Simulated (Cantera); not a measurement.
Stirred combustor or abatement burner

A perfectly stirred reactor is fed with 5.87 % CH₄, 1.17 % CO, 19.6 % O₂, 73.4 % N₂, equivalence ratio 0.63, at 1.00 atm; it is adiabatic with a 775 K inlet, and is followed from long to short residence time, starting on the burning branch (τ in s: 0.051, 0.022, 0.0098, 0.0043, 0.0019, 0.00083, 0.00037, 0.00016, 7.1e-05).

Detailed kinetics in Cantera: GRI-Mech 3.0 (53 species, 325 reactions).

| τ (s) | T (K) | x CH₄ | x CO | x O₂ | x H₂ | x H₂O |
|---|---|---|---|---|---|---|
| 0.051 | 2093 | 5.35e-6 | 0.00128 | 0.0721 | 0.000395 | 0.116 |
| 0.022 | 2085 | 1.02e-5 | 0.00183 | 0.0723 | 0.000548 | 0.115 |
| 0.0098 | 2070 | 1.79e-5 | 0.00276 | 0.0725 | 0.000814 | 0.114 |
| 0.0043 | 2046 | 3.10e-5 | 0.00427 | 0.0729 | 0.00126 | 0.113 |
| 0.0019 | 2010 | 5.42e-5 | 0.00648 | 0.0737 | 0.00190 | 0.111 |
| 0.00083 | 1962 | 9.90e-5 | 0.00956 | 0.0749 | 0.00277 | 0.109 |
| 0.00037 | 1901 | 0.000191 | 0.0136 | 0.0768 | 0.00377 | 0.107 |
| 0.00016 | 1822 | 0.000425 | 0.0198 | 0.0805 | 0.00485 | 0.104 |
| 7.1e-5 | 1725 | 0.00120 | 0.0298 | 0.0883 | 0.00604 | 0.100 |
x: mole fraction; the columns are a selection and need not sum to one.
